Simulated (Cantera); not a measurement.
Input: 1 mol CaS, 0.11 mol H2S, 0.053 mol H2O, at 600 Torr.

Cantera equilibrium calculation (NASA polynomials, part measured and part estimated; ideal gas, pure solids and liquids). Candidate condensed phases: Ca, CaO, Ca(OH)2, CaS, CaSO4, H2O, H2SO4, S; 25 gas species. The numbers say what is thermodynamically allowed, not how fast it happens.

At 1027 °C, list the 4 most abundant gas species with their mole fractions, and the condensed phases.

H2S 0.458, H2O 0.298, H2 0.163, S2 0.0803. Condensed: CaS(s).
